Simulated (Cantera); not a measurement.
What does this Cantera script print?

```python
import numpy as np
import cantera as ct

gas_names = [...]  # 114 gases of nasa_gas.yaml made of C, Fe, H, O
cond_names = """
    C(gr) C6H6(L) C7H8(L) C8H18(L),n-octa Fe(a) Fe(c) Fe(d) Fe(L) FeC5O5(L) FeO(s) FeO(L) Fe(OH)2(s)
    Fe(OH)3(s) Fe2O3(s) Fe3O4(s) H2O(s) H2O(L)
""".split()


# ... load() reads the species with a 1 bar reference pressure and builds the phases ...
atoms = {
    'Fe2O3': {'Fe': 2, 'O': 3},
    'CO': {'C': 1, 'O': 1},
    'H2': {'H': 2},
}
top_T = {'C(gr)': 4500, 'Fe2O3(s)': 1830, 'Fe3O4(s)': 1870}  # K; cautious upper limits of use, not melting points


# ... equilibrate(T, P, feed) seeds the gas with the atoms and calls Mixture.equilibrate('TP', solver="vcs", rtol=1e-11, max_steps=5000) ...
results = []
feed = {'Fe2O3': 1, 'CO': 1.9, 'H2': 0.37}  # mol
T = 2300  # K
P = 1000  # Pa
mix = equilibrate(T, P, feed)
results.append((T, P, feed, dict(zip(mix.species_names, mix.species_moles))))
x = sorted(zip(gas.X, gas.species_names), reverse=True)
print(f"T = {T:g} K  P = {P:g} Pa  gas = {mix.phase_moles(0):.4g} mol")
print("   x: " + "  ".join(f"{s} {v:.3e}" for v, s in x if v > 0.0001))
print("   condensed (mol): " + ("  ".join(f"{mix.phase(i).name} {mix.phase_moles(i):.4g}"
      for i in range(1, mix.n_phases) if mix.phase_moles(i) > 1e-12) or "none"))
```

Result:

```
T = 2300 K  P = 1000 Pa  gas = 2.555 mol
   x: CO 4.177e-01  CO2 3.261e-01  H2O 1.073e-01  Fe 7.371e-02  H2 2.452e-02  H 1.515e-02  FeO 1.199e-02  OH 1.069e-02  O2 8.241e-03  O 4.509e-03  Fe(OH)2 1.344e-04
   condensed (mol): FeO(L) 1.781
```

These are equilibrium values from Cantera (NASA tables, ideal gas, pure condensed phases), not measurements of a reactor. The tables' stoichiometric FeO is somewhat more stable than real wüstite, so its field is too wide. FeO: taken at fixed stoichiometry.
